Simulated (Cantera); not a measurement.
Feed: 1 mol HMDSO, 0.41 mol NO, 3.6 mol N2, equilibrated at 1250 K and 0.133 bar.

Equilibrium computed with Cantera from the NASA thermochemical tables; the gas is ideal and each condensed phase is pure. Candidate condensed phases: C, C6H6, C7H8, C8H18, H2O, Si, SiC, SiO2, Si2N2O, Si3N4; 151 gas species. The feed counts by its element totals alone. Kinetics and transport are ignored.

Base state: H2 0.736, N2 0.230, CO 0.0335, CH4 0.000793, HCN 5.21e-5, H2O 4.95e-5 (mole fractions); condensed: C(graphite) + Si2N2O(s).

Problem. What changes in the equilibrium state with this change: HMDSO replaced by SiF4?

Solution. 
```json
[
 {"species": "N2", "before": "0.230", "after": "0.759"},
 {"species": "SiF4", "before": "0", "after": "0.200"},
 {"species": "O2", "before": "<1e-9", "after": "0.0409"},
 {"species": "H2", "before": "0.736", "after": "0"},
 {"species": "CO", "before": "0.0335", "after": "0"},
 {"species": "CH4", "before": "0.000793", "after": "0"},
 {"species": "NO", "before": "<1e-9", "after": "0.000122"},
 {"species": "HCN", "before": "5.21e-5", "after": "0"},
 {"species": "C(graphite), mol", "before": "5.58", "after": "0"},
 {"species": "Si2N2O(s), mol", "before": "1.00", "after": "0"}
]
```
